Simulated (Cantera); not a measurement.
Equilibrium for silicon oxide and oxynitride deposition: Si₂H₆ + CO₂ + H₂

Input: 1 mol Si₂H₆, 1.8 mol CO₂, 32 mol H₂, equilibrated at 925 K and 6.30 mbar.

These are equilibrium values from Cantera (NASA tables, ideal gas, pure condensed phases), not measurements of a reactor. Candidate condensed phases: C, C₆H₆, C₇H₈, C₈H₁₈, H₂O, Si, SiC, SiO₂; 123 gas species. The feed counts by its element totals alone. Rates play no part.

| Quantity | Value |
|---|---|
| x(H₂) | 0.999 |
| x(CH₄) | 0.00143 |
| x(CO) | 1.02e-6 |
| n(C(graphite)) | 1.55 mol |
| n(SiC(s)) | 0.200 mol |
| n(SiO₂(β-quartz)) | 1.80 mol |
| gas amount | 34.95 mol |
| log10 activity of Si(s) (absent) | -3.72 |
